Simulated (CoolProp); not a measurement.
A single-stage vapour-compression cycle with hydrogen chloride: evaporating at 277.15 K (dew point), condensing at 303.15 K (bubble point), superheat 0 K, subcooling 8 K, compressor efficiency 0.8, no pressure losses. Each further row changes one setting.

The numbers come from the reference Helmholtz-energy equation of state, Thol 2018 in CoolProp.

```
case                              cooling COP  pressure ratio  discharge temperature (K)  refrigerating effect (kJ/kg)  volumetric capacity (kJ/m³)
--------------------------------  -----------  --------------  -------------------------  ----------------------------  ---------------------------
as stated                                6.90            1.84                      332.7                           263                        16400
evaporating temperature 282.15 K         8.88            1.63                        [?]                           261                        18800
condensing temperature 298.15 K          8.92             [?]                      321.8                           275                        17100
subcooling 13 K                           [?]            1.84                      332.7                           275                        17200
superheat 10 K                           6.67            1.84                        [?]                           280                          [?]
compressor efficiency 0.7                6.03            1.84                      336.4                           263                        16400
```

Question: Some entries are withheld; supply them.

Answer: 
- evaporating temperature 282.15 K, discharge temperature (K): 325.6
- condensing temperature 298.15 K, pressure ratio: 1.65
- subcooling 13 K, cooling COP: 7.20
- superheat 10 K, discharge temperature (K): 346.8
- superheat 10 K, volumetric capacity (kJ/m³): 15900
